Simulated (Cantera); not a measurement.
# Hydrocarbon pyrolysis for carbon deposition

An isothermal, constant-pressure homogeneous reactor starts with C2H6 : H2 = 1 : 56 (molar parts), at 1275 K and 1.20 Torr.

Computed with Cantera and GRI-Mech 3.0 (53 species, 325 reactions). GRI-Mech 3.0 stops at C3 and has no aromatics, soot or wall deposition, so with more carbon than oxygen in the feed, carbon stays in small species such as C2H2 where larger ones or solid carbon would form. Radical loss at walls, strong at low pressure, is not modelled.

```
t (s)      x C2H6   x H2     x CH4    x C2H4     x CH2
--------  -------  -----  --------  --------  --------
6.00e-6    0.0175  0.982  1.40e-10    <1e-12    <1e-12
3.92e-5    0.0175  0.982   5.88e-9  2.29e-12    <1e-12
0.000256   0.0175  0.982   2.38e-7   1.59e-9    <1e-12
0.00168    0.0175  0.982   7.42e-6   1.25e-6  1.18e-11
0.0110     0.0172  0.982  0.000129  0.000190  6.05e-10
0.0716    0.00972  0.979   0.00564   0.00466   2.79e-8
0.468     1.62e-5  0.974    0.0162   0.00707   4.62e-9
3.06      5.68e-7  0.975    0.0162   0.00471  1.86e-10
20.0      1.97e-7  0.975    0.0161   0.00245  1.59e-11
```
x: mole fraction; the columns are a selection and need not sum to one.

Equilibrium at this temperature and pressure: C2H6 9.92e-9, H2 0.982, CH4 0.00286, C2H4 9.69e-5, CH2 1.14e-11 (gas phase only).
